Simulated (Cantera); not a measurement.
## Gas activation for diamond growth

A perfectly stirred reactor is fed with 3.06 % CH4, 95.6 % H2, 1.34 % N2, at 13300 Pa; it is held at 2150 K, and followed from long to short residence time.

Cantera simulation using GRI-Mech 3.0 (53 species, 325 reactions); the numbers are that mechanism's predictions, not measurements. GRI-Mech 3.0 stops at C3 and has no aromatics, soot or wall deposition, so with more carbon than oxygen in the feed, carbon stays in small species such as C2H2 where larger ones or solid carbon would form.

```csv
τ (s),x CH4,x H2,x C2H,x C2H6,x C2H2
16,0.000167,0.961,5.17e-6,4.95e-10,0.0146
2.9,0.000332,0.961,5.11e-6,1.82e-9,0.0145
0.52,0.000773,0.961,4.91e-6,9.46e-9,0.0143
0.095,0.00191,0.961,4.42e-6,5.39e-8,0.0136
0.017,0.00494,0.960,3.44e-6,3.19e-7,0.0119
0.0031,0.0121,0.957,1.92e-6,1.54e-6,0.00795
0.00057,0.0230,0.953,3.89e-7,3.59e-6,0.00230
```
x: mole fraction; the columns are a selection and need not sum to one.
